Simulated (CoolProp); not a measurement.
Aqueous propylene glycol as a coolant, at 40 °C, 1 atm.

Values from CoolProp's Melinder's fits for secondary coolants.

```json
[
 {"mass %": "2.8", "freezing point (°C)": "-0.6", "Prandtl number": "4.85", "cp (kJ/(kg K))": "4.155", "conductivity (W/(m K))": "0.612", "density (kg/m³)": "994.5"},
 {"mass %": "11.9", "freezing point (°C)": "-3.6", "Prandtl number": "6.83", "cp (kJ/(kg K))": "4.087", "conductivity (W/(m K))": "0.558", "density (kg/m³)": "1001"},
 {"mass %": "21", "freezing point (°C)": "-7.7", "Prandtl number": "9.52", "cp (kJ/(kg K))": "4.010", "conductivity (W/(m K))": "0.507", "density (kg/m³)": "1007"},
 {"mass %": "30.1", "freezing point (°C)": "[?]", "Prandtl number": "[?]", "cp (kJ/(kg K))": "[?]", "conductivity (W/(m K))": "0.460", "density (kg/m³)": "1014"},
 {"mass %": "39.2", "freezing point (°C)": "-19.8", "Prandtl number": "19.0", "cp (kJ/(kg K))": "3.783", "conductivity (W/(m K))": "0.417", "density (kg/m³)": "1020"},
 {"mass %": "48.3", "freezing point (°C)": "-29.9", "Prandtl number": "[?]", "cp (kJ/(kg K))": "3.636", "conductivity (W/(m K))": "0.377", "density (kg/m³)": "1025"},
 {"mass %": "57.4", "freezing point (°C)": "-44.6", "Prandtl number": "38.0", "cp (kJ/(kg K))": "3.477", "conductivity (W/(m K))": "0.339", "density (kg/m³)": "1028"}
]
```

Task: Fill in the missing entries.

Result: 
- 30.1, freezing point (°C): -12.9
- 30.1, Prandtl number: 13.4
- 30.1, cp (kJ/(kg K)): 3.909
- 48.3, Prandtl number: 26.7
